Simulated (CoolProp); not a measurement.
Model: reference Helmholtz-energy equation of state, Leachman 2009, in CoolProp.

### Question
Give the vapour pressure (MPa), liquid density (kg/m³), vapour density (kg/m³), enthalpy of vaporisation (kJ/kg) of saturated normal hydrogen at 29.5 K.

### Answer
| T (K) | p (MPa) | liquid density (kg/m³) | vapour density (kg/m³) | enthalpy of vaporisation (kJ/kg) |
|---|---|---|---|---|
| 29.5 | 0.741 | 55.9 | 9.45 | 317 |
